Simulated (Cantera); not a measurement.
Feed: 1 mol Cu₂O, 2.5 mol C, 0.16 mol N₂, held at 1275 K and 101000 Pa.

These are equilibrium values from Cantera (NASA tables, ideal gas, pure condensed phases), not measurements of a reactor. Candidate condensed phases: C, Cu, CuO, Cu₂O; 27 gas species. The numbers say what is thermodynamically allowed, not how fast it happens.

Base state: CO 0.856, N₂ 0.139, CO₂ 0.00521 (mole fractions); condensed: C(graphite) + Cu(s).

What changes in the equilibrium state with this change: N₂ from 0.16 to 5.4 mol?


```json
[
 {"species": "N₂", "before": "0.139", "after": "0.844"},
 {"species": "CO", "before": "0.856", "after": "0.156"},
 {"species": "CO₂", "before": "0.00521", "after": "0.000173"},
 {"species": "C(graphite), mol", "before": "1.51", "after": "1.50"},
 {"species": "Cu(s), mol", "before": "2.00", "after": "2.00"}
]
```

What changes in the equilibrium state with this change: C from 2.5 to 0.44 mol?


```json
[
 {"species": "CO₂", "before": "0.00521", "after": "0.733"},
 {"species": "N₂", "before": "0.139", "after": "0.267"},
 {"species": "CO", "before": "0.856", "after": "8.67e-5"},
 {"species": "C(graphite), mol", "before": "1.51", "after": "0"},
 {"species": "Cu(s), mol", "before": "2.00", "after": "1.76"},
 {"species": "Cu₂O(s), mol", "before": "0", "after": "0.120"}
]
```
Mutual solubility and eutectic melting of coexisting phases are not modelled.

What changes in the equilibrium state with this change: 0.43 mol CH₄ added?


```tsv
species	before	after
CO	0.856	0.492
H₂	0	0.422
N₂	0.139	0.0797
H₂O	0	0.00246
CH₄	0	0.00168
HCN	0	2.99e-5
C(graphite), mol	1.51	1.93
Cu(s), mol	2.00	2.00
```
Further candidate phases: C₆H₆, C₇H₈, C₈H₁₈, Cu(OH)₂, H₂O.
